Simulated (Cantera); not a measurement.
Charge: 1 mol Si₂H₆, 7.7 mol O₃, equilibrated at 0.173 Torr.

Method: chemical equilibrium by Gibbs-energy minimisation in Cantera with the NASA 1993 tables (ideal gas, pure condensed phases). Candidate condensed phases: H₂O, Si, SiO₂; 18 gas species. The feed counts by its element totals alone. The tables hold silica as quartz up to 1696 K and as liquid above; real silica turns to tridymite and cristobalite and melts near 1996 K. Kinetics and transport are ignored.

Problem. Which condensed phases are stable at each of these points (T (°C)): 850, 950, 1050, 1150, 1250, 1350, 1450, 1550, 1650?

Solution. 
```
T (°C)  condensed phases  Si condensed (%)
------  ----------------  ----------------
850       SiO₂(β-quartz)             100.0
950       SiO₂(β-quartz)             100.0
1050      SiO₂(β-quartz)             100.0
1150      SiO₂(β-quartz)             100.0
1250      SiO₂(β-quartz)             100.0
1350      SiO₂(β-quartz)             100.0
1450     SiO₂(condensed)             100.0
1550     SiO₂(condensed)              99.9
1650     SiO₂(condensed)              99.2
```

From 850 °C to 1350 °C the condensed part is SiO₂(β-quartz). From 1450 °C to 1650 °C the condensed part is SiO₂(condensed).
